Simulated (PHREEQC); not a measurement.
Dissolve 13 mmol/kgw NaH2PO4 and 94 mmol/kgw H2SO4 at 25 °C. Closed to the air; pH follows from the charge balance.

The numbers come from PHREEQC with the ion-association model, wateq4f.dat.

The ionic strength comes out as 0.136 mol/kgw. What activity coefficients do SO4-2, H+, HSO4-, H2PO4-, NaSO4- get?

SO4-2 0.34, H+ 0.81, HSO4- 0.76, H2PO4- 0.77, NaSO4- 0.77.

This is a speciation only: nothing precipitates in the calculation. Species that the database lacks are ignored. H3PO4, which wateq4f.dat lacks, is added to it with the constant of phreeqc.dat.
